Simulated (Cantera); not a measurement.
Cantera run, input and output.

```python
import numpy as np
import cantera as ct

gas = ct.Solution("gri30.yaml")


def delay(T, t_max=10):
    gas.TPX = T, 35000, {'CH4': 1, 'H2': 0.1, 'O2': 3.31, 'N2': 12.4}
    reactor = ct.IdealGasReactor(gas, clone=False)
    net = ct.ReactorNet([reactor])
    net.rtol, net.atol = 1e-8, 1e-16
    while net.time < t_max:
        t_old, T_old = net.time, reactor.T
        net.step()
        if reactor.T > T + 400:  # ignition: a rise of 400 K
            return t_old + (T + 400 - T_old) / (reactor.T - T_old) * (net.time - t_old)
    return np.nan


taus = []
for T in [1000, 1100, 1200, 1300, 1400, 1500, 1600, 1700, 1800]:
    taus.append(delay(T))
    print(f"T0 = {T:6g} K   tau = {taus[-1]:.4e} s")
```

Output:

```
T0 =   1000 K   tau = 3.7164e-01 s
T0 =   1100 K   tau = 1.0089e-01 s
T0 =   1200 K   tau = 2.7782e-02 s
T0 =   1300 K   tau = 8.6713e-03 s
T0 =   1400 K   tau = 3.2381e-03 s
T0 =   1500 K   tau = 1.4395e-03 s
T0 =   1600 K   tau = 7.2474e-04 s
T0 =   1700 K   tau = 3.9588e-04 s
T0 =   1800 K   tau = 2.2968e-04 s
```

Detailed kinetics in Cantera: GRI-Mech 3.0 (53 species, 325 reactions).
